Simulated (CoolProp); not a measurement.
Vapour pressure (kPa) of R141b: the reference equation beside estimates from Tc = 204.4 °C, pc = 4212 kPa, ω = 0.220. Clausius-Clapeyron is anchored at -15.55 °C with a constant enthalpy of vaporisation of 28.61 kJ/mol.

Values from CoolProp's reference Helmholtz-energy equation of state, Lemmon 2006. It is a short technical equation, of lower accuracy than the large ones.

```
T (°C)  reference  Lee-Kesler  Clausius-Clapeyron  Redlich-Kwong  Soave-Redlich-Kwong
------  ---------  ----------  ------------------  -------------  -------------------
-50.05      1.537       1.546               1.666          3.529                1.588
-32.75      4.940       4.902               5.054          10.46                5.015
-15.55      13.14       12.98               13.14          25.70                13.21
1.65        30.28       29.94               30.32          54.89                30.27
18.85       62.19       61.69               63.38          105.0                62.04
36.15       116.8       116.3               122.5          184.6                116.5
53.35       202.5       202.3               220.1          301.2                202.2
70.55       329.9       330.2               373.0          463.9                330.1
87.75       510.1       511.1               601.0          681.6                511.8
105.05      756.9       758.3               929.5          964.3                761.6
```

Absolute difference from the reference over all 10 rows, mean and median: Lee-Kesler 0.5 and 0.5 %, Clausius-Clapeyron 8.0 and 6.6 %, Redlich-Kwong 69.5 and 63.4 %, Soave-Redlich-Kwong 0.7 and 0.3 %.
